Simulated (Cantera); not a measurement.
A diamond (100) surface in a fixed gas of H2 with x(CH4) = 0.015, x(H) = 0.017, x(CH3) = 1.5e-05, 75.0 Torr; coverages are run to steady state.

Cantera simulation using the Harris–Goodwin 1993 mechanism for the reconstructed diamond (100) surface; the numbers are that mechanism's predictions, not measurements.

θ: site fractions in the mechanism's names (c6HH fully hydrogenated, c6H* and c6*H radical sites, c6** diradical, c6HM methylated).

| T (K) | growth (µm/h) | θ c6HH | θ c6H* | θ c6*H | θ c6** | θ c6HM |
|---|---|---|---|---|---|---|
| 900 | 0.472 | 0.691 | 0.0108 | 0.293 | 0.00443 | 0.000747 |
| 950 | 0.625 | 0.643 | 0.0145 | 0.335 | 0.00676 | 0.000597 |
| 1000 | 0.795 | 0.596 | 0.0187 | 0.375 | 0.00984 | 0.000481 |
| 1050 | 0.973 | 0.552 | 0.0233 | 0.410 | 0.0137 | 0.000388 |
| 1100 | 1.14 | 0.511 | 0.0283 | 0.442 | 0.0185 | 0.000309 |
| 1150 | 1.24 | 0.473 | 0.0335 | 0.469 | 0.0242 | 0.000237 |
| 1200 | 1.21 | 0.438 | 0.0388 | 0.492 | 0.0308 | 0.000165 |
| 1250 | ___ | 0.407 | ___ | 0.511 | ___ | ___ |
| 1300 | 0.816 | 0.378 | 0.0496 | 0.526 | 0.0464 | 5.26e-5 |
| 1350 | 0.645 | 0.352 | 0.0549 | 0.538 | 0.0553 | 2.49e-5 |
| 1400 | ___ | 0.329 | ___ | 0.546 | ___ | ___ |

Task: What belongs in the gaps?

Result: 
- 1250, growth (µm/h): 1.04
- 1250, θ c6H*: 0.0442
- 1250, θ c6**: 0.0382
- 1250, θ c6HM: 0.000100
- 1400, growth (µm/h): 0.559
- 1400, θ c6H*: 0.0601
- 1400, θ c6**: 0.0648
- 1400, θ c6HM: 1.12e-5
